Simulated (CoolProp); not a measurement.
Vapour-liquid equilibrium of dimethyl carbonate (1) + n-heptane (2) at 9.23 bar; x and y are mole fractions of (1).

Computed with CoolProp (multi-fluid Helmholtz-energy mixture model, Zhou 2011 and Span 2003; pair parameters Bell 2016).

```json
[
 {"x": "0.05", "bubble temperature (°C)": "191.6", "y at the bubble point": "0.107", "dew temperature at overall composition x (°C)": "194.2", "liquid density (mol/L)": "5.160"},
 {"x": "0.15", "bubble temperature (°C)": "184.1", "y at the bubble point": "0.272", "dew temperature at overall composition x (°C)": "189.6", "liquid density (mol/L)": "5.461"},
 {"x": "0.25", "bubble temperature (°C)": "179.2", "y at the bubble point": "0.388", "dew temperature at overall composition x (°C)": "185.1", "liquid density (mol/L)": "5.763"},
 {"x": "0.35", "bubble temperature (°C)": "176.0", "y at the bubble point": "0.473", "dew temperature at overall composition x (°C)": "180.7", "liquid density (mol/L)": "6.081"},
 {"x": "0.45", "bubble temperature (°C)": "174.0", "y at the bubble point": "0.541", "dew temperature at overall composition x (°C)": "176.8", "liquid density (mol/L)": "6.428"},
 {"x": "0.55", "bubble temperature (°C)": "172.9", "y at the bubble point": "0.599", "dew temperature at overall composition x (°C)": "173.8", "liquid density (mol/L)": "6.815"},
 {"x": "0.65", "bubble temperature (°C)": "172.4", "y at the bubble point": "0.655", "dew temperature at overall composition x (°C)": "172.4", "liquid density (mol/L)": "7.252"},
 {"x": "0.75", "bubble temperature (°C)": "172.7", "y at the bubble point": "0.717", "dew temperature at overall composition x (°C)": "173.1", "liquid density (mol/L)": "7.747"},
 {"x": "0.85", "bubble temperature (°C)": "174.0", "y at the bubble point": "0.796", "dew temperature at overall composition x (°C)": "175.2", "liquid density (mol/L)": "8.304"},
 {"x": "0.95", "bubble temperature (°C)": "177.0", "y at the bubble point": "0.914", "dew temperature at overall composition x (°C)": "178.0", "liquid density (mol/L)": "8.917"}
]
```

y crosses x between x = 0.65 and 0.75: the model has an azeotrope there.

The pair parameters rest on a limited set of measurements; away from them the model extrapolates.
